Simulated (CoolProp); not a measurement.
Vapour-liquid equilibrium of isobutene (1) + n-octane (2) at 0.244 MPa; x and y are mole fractions of (1).

Values from CoolProp's multi-fluid Helmholtz-energy mixture model, Lemmon 2005 and Beckmüller 2019; pair parameters Bell 2016.

```csv
x,"bubble temperature, mixture model (K)","bubble temperature, Raoult's law (K)","y, mixture model","y, Raoult's law"
0.05,407.8,399.2,0.470,0.601
0.125,377.2,368.4,0.790,0.856
0.2,356.4,349.7,0.902,0.933
0.275,342.1,337.0,0.947,0.963
0.35,331.5,327.6,0.969,0.978
0.425,323.3,320.2,0.981,0.986
0.5,316.6,314.3,0.987,0.991
0.575,311.0,309.3,0.992,0.994
0.65,306.3,305.0,0.995,0.996
0.725,302.3,301.4,0.997,0.997
0.8,298.7,298.1,0.998,0.998
0.875,295.6,295.2,0.999,0.999
0.95,292.7,292.6,1.000,1.000
```

The largest gap from Raoult's law is +8.8 K in bubble temperature, at x = 0.125. No azeotrope shows between x = 0.05 and 0.95.

Pair parameters are fitted to limited data, so mixtures are less certain than the pure fluids.
